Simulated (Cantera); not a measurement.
A closed system holds: 1 mol SiCl4, 2.7 mol HCl, 0.65 mol H2, 0.94 mol Cl2, held at 28.0 bar.

Equilibrium computed with Cantera from the NASA thermochemical tables; the gas is ideal and each condensed phase is pure. Candidate condensed phases: Si; 19 gas species. Rates play no part. All values below are at 1348 K.

Base state: HCl 0.756, SiCl4 0.189, Cl2 0.0544, Cl 0.000826 (mole fractions); condensed: gas only.

Problem. What changes in the equilibrium state with this change: Cl2 from 0.94 to 2.5 mol?

Solution. 
```csv
species,before,after
HCl,0.756,0.583
Cl2,0.0544,0.269
SiCl4,0.189,0.146
Cl,0.000826,0.00184
```
